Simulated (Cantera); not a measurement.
A Cantera script and its output.

```python
import numpy as np
import cantera as ct

gas = ct.Solution("h2o2.yaml")
gas.TPX = 600, 101325, {'H2': 1, 'O2': 0.667, 'N2': 2.51}
flame = ct.FreeFlame(gas, width=0.04)
flame.set_refine_criteria(ratio=3, slope=0.08, curve=0.16)
flame.transport_model = "mixture-averaged"
flame.solve(loglevel=0, auto=True)
z, T = flame.grid, flame.T
thick = (T[-1] - T[0]) / np.gradient(T, z).max()
show = ['H2', 'O2', 'O', 'HO2', 'H2O', 'H']
print(f"laminar burning velocity  {flame.velocity[0] * 100:.3f} cm/s")
print(f"burnt temperature         {T[-1]:.1f} K")
print(f"thermal thickness         {thick * 1e3:.4f} mm")
print(f"grid points               {len(z)}")
z0 = z[flame.heat_release_rate.argmax()]
print(f"{'z/mm':>9s}{'T/K':>9s}{'u/(m/s)':>9s}" + "".join(f"{s:>11s}" for s in show))
rows = []
for k in (-3, -2, -1.5, -1, -0.5, -0.25, 0, 0.25, 0.5, 1, 2, 4, 8):
    zz = z0 + k * thick
    rows.append([k * thick, np.interp(zz, z, T), np.interp(zz, z, flame.velocity),
                 *(np.interp(zz, z, flame.X[gas.species_index(s)]) for s in show)])
    print(f"{rows[-1][0] * 1e3:9.3f}{rows[-1][1]:9.1f}{rows[-1][2]:9.3f}" + "".join(f"{x:11.3e}" for x in rows[-1][3:]))
```

Result:

```
laminar burning velocity  577.567 cm/s
burnt temperature         2299.9 K
thermal thickness         0.4414 mm
grid points               132
     z/mm      T/K  u/(m/s)         H2         O2          O        HO2        H2O          H
   -1.324    600.0    5.776  2.394e-01  1.597e-01  2.440e-15  2.318e-12  2.915e-12  3.888e-16
   -0.883    600.0    5.776  2.394e-01  1.597e-01  1.458e-12  5.708e-10  4.995e-10  5.077e-13
   -0.662    600.0    5.776  2.394e-01  1.597e-01  5.599e-11  1.286e-08  8.854e-09  7.429e-11
   -0.441    600.0    5.775  2.392e-01  1.597e-01  5.035e-09  8.290e-07  4.865e-07  2.572e-08
   -0.221    620.0    5.923  2.325e-01  1.603e-01  1.010e-05  2.472e-04  1.054e-03  1.400e-04
   -0.110    826.8    7.700  1.964e-01  1.556e-01  3.855e-04  2.065e-04  2.087e-02  4.630e-03
    0.000   1233.1   11.132  1.067e-01  1.189e-01  5.658e-03  9.898e-05  1.009e-01  2.530e-02
    0.110   1527.1   13.634  4.100e-02  7.191e-02  1.289e-02  5.094e-05  1.808e-01  3.633e-02
    0.221   1676.5   14.871  2.659e-02  5.807e-02  1.414e-02  3.476e-05  2.041e-01  3.187e-02
    0.441   1832.7   16.110  2.232e-02  5.297e-02  1.215e-02  2.434e-05  2.167e-01  2.229e-02
    0.883   1983.1   17.259  1.810e-02  4.981e-02  8.986e-03  1.615e-05  2.288e-01  1.334e-02
    1.765   2112.8   18.217  1.283e-02  4.739e-02  5.836e-03  9.949e-06  2.410e-01  6.749e-03
    3.531   2211.5   18.928  7.740e-03  4.589e-02  3.298e-03  6.123e-06  2.516e-01  2.806e-03
```

Detailed kinetics in Cantera: the H2/O2 subset of GRI-Mech 3.0, which has no nitrogen chemistry. Burning velocities carry a grid error of a few per cent, more on coarse grids.
